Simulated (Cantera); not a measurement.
Sublimation and decomposition of ceramics: ZrN + H2

Feed: 1 mol ZrN, 0.9 mol H2, equilibrated at 2.40e-5 bar.

Method: chemical equilibrium by Gibbs-energy minimisation in Cantera with the NASA 1993 tables (ideal gas, pure condensed phases). Candidate condensed phases: Zr, ZrN; 11 gas species. ZrN: taken at fixed stoichiometry. The numbers say what is thermodynamically allowed, not how fast it happens.

From 1277 °C to 2077 °C the condensed part is ZrN(s).

| T (°C) | log p H2 | log p H | log p Zr | log p N2 | log p N | n ZrN(s) |
|---|---|---|---|---|---|---|
| 1277 | -4.62 | -6.81 | -13.67 | -13.97 | <-16 | 1.00 |
| 1377 | -4.63 | -6.36 | -12.36 | -12.66 | <-16 | 1.00 |
| 1477 | -4.64 | -5.95 | -11.20 | -11.50 | -16.58 | 1.00 |
| 1577 | -4.67 | -5.60 | -10.16 | -10.47 | -15.29 | 1.000 |
| 1677 | -4.72 | -5.30 | -9.24 | -9.54 | -14.14 | 1.000 |
| 1777 | -4.82 | -5.05 | -8.40 | -8.70 | -13.09 | 1.000 |
| 1877 | -4.98 | -4.87 | -7.65 | -7.95 | -12.14 | 0.999 |
| 1977 | -5.23 | -4.75 | -6.96 | -7.26 | -11.28 | 0.993 |
| 2077 | -5.57 | -4.69 | -6.33 | -6.63 | -10.49 | 0.968 |
log p: log10 of the partial pressure in bar; n: condensed amount in mol.
